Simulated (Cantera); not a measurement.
Nitride etching: BN + O₂

Feed: 1 mol BN, 5.5 mol O₂, at 39.0 Pa.

These are equilibrium values from Cantera (NASA tables, ideal gas, pure condensed phases), not measurements of a reactor. Candidate condensed phases: B, BN, B₂O₃; 17 gas species. Rates play no part.

From 1348 K to 1498 K the condensed part is B₂O₃(l). From 1548 K to 1848 K nothing is condensed. The main B-bearing gas is B₂O₃ throughout.

| T (K) | x O₂ | x N₂ | x B₂O₃ | x BO₂ | x O | x NO | n B₂O₃(l) |
|---|---|---|---|---|---|---|---|
| 1348 | 0.903 | 0.0949 | 0.00171 | 0.000198 | 1.96e-5 | 0.000385 | 0.490 |
| 1398 | 0.899 | 0.0944 | 0.00588 | 0.000564 | 4.40e-5 | 0.000513 | 0.467 |
| 1448 | 0.886 | 0.0930 | 0.0184 | 0.00149 | 9.30e-5 | 0.000664 | 0.397 |
| 1498 | 0.852 | 0.0895 | 0.0534 | 0.00366 | 0.000184 | 0.000823 | 0.193 |
| 1548 | 0.822 | 0.0863 | 0.0836 | 0.00645 | 0.000350 | 0.00101 | 0 |
| 1598 | 0.821 | 0.0861 | 0.0823 | 0.00890 | 0.000650 | 0.00125 | 0 |
| 1648 | 0.819 | 0.0859 | 0.0806 | 0.0120 | 0.00116 | 0.00154 | 0 |
| 1698 | 0.816 | 0.0856 | 0.0786 | 0.0159 | 0.00200 | 0.00187 | 0 |
| 1748 | 0.813 | 0.0852 | 0.0761 | 0.0205 | 0.00335 | 0.00224 | 0 |
| 1798 | 0.808 | 0.0848 | 0.0731 | 0.0260 | 0.00543 | 0.00266 | 0 |
| 1848 | 0.802 | 0.0843 | 0.0696 | 0.0324 | 0.00859 | 0.00311 | 0 |
x: gas mole fraction; n: condensed amount in mol.
